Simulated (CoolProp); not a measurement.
Properties of nitrous oxide along the isobar 1.97 MPa.

Computed with CoolProp (reference Helmholtz-energy equation of state, Lemmon 2006). It is a short technical equation, of lower accuracy than the large ones.

```json
[
 {"T (°C)": "-11.85", "phase": "gas", "density (kg/m³)": "49.36", "cp (kJ/(kg K))": "1.266", "isothermal compressibility (1/MPa)": "0.6588", "expansivity (1/kK)": "7.727"},
 {"T (°C)": "-6.05", "phase": "gas", "density (kg/m³)": "47.31", "cp (kJ/(kg K))": "1.199", "isothermal compressibility (1/MPa)": "0.6379", "expansivity (1/kK)": "6.989"},
 {"T (°C)": "-0.25", "phase": "gas", "density (kg/m³)": "45.51", "cp (kJ/(kg K))": "1.151", "isothermal compressibility (1/MPa)": "0.6219", "expansivity (1/kK)": "6.423"},
 {"T (°C)": "5.65", "phase": "gas", "density (kg/m³)": "43.87", "cp (kJ/(kg K))": "1.116", "isothermal compressibility (1/MPa)": "0.6089", "expansivity (1/kK)": "5.964"},
 {"T (°C)": "11.45", "phase": "gas", "density (kg/m³)": "42.43", "cp (kJ/(kg K))": "1.090", "isothermal compressibility (1/MPa)": "0.5984", "expansivity (1/kK)": "5.593"},
 {"T (°C)": "17.25", "phase": "gas", "density (kg/m³)": "41.11", "cp (kJ/(kg K))": "1.071", "isothermal compressibility (1/MPa)": "0.5897", "expansivity (1/kK)": "5.280"},
 {"T (°C)": "23.05", "phase": "gas", "density (kg/m³)": "39.91", "cp (kJ/(kg K))": "1.056", "isothermal compressibility (1/MPa)": "0.5822", "expansivity (1/kK)": "5.012"},
 {"T (°C)": "28.85", "phase": "gas", "density (kg/m³)": "38.79", "cp (kJ/(kg K))": "1.045", "isothermal compressibility (1/MPa)": "0.5758", "expansivity (1/kK)": "4.778"},
 {"T (°C)": "34.65", "phase": "gas", "density (kg/m³)": "37.75", "cp (kJ/(kg K))": "1.037", "isothermal compressibility (1/MPa)": "0.5702", "expansivity (1/kK)": "4.572"},
 {"T (°C)": "40.45", "phase": "gas", "density (kg/m³)": "36.78", "cp (kJ/(kg K))": "1.030", "isothermal compressibility (1/MPa)": "0.5653", "expansivity (1/kK)": "4.388"},
 {"T (°C)": "46.35", "phase": "gas", "density (kg/m³)": "35.86", "cp (kJ/(kg K))": "1.025", "isothermal compressibility (1/MPa)": "0.5608", "expansivity (1/kK)": "4.220"},
 {"T (°C)": "52.15", "phase": "gas", "density (kg/m³)": "35.01", "cp (kJ/(kg K))": "1.021", "isothermal compressibility (1/MPa)": "0.5569", "expansivity (1/kK)": "4.070"}
]
```
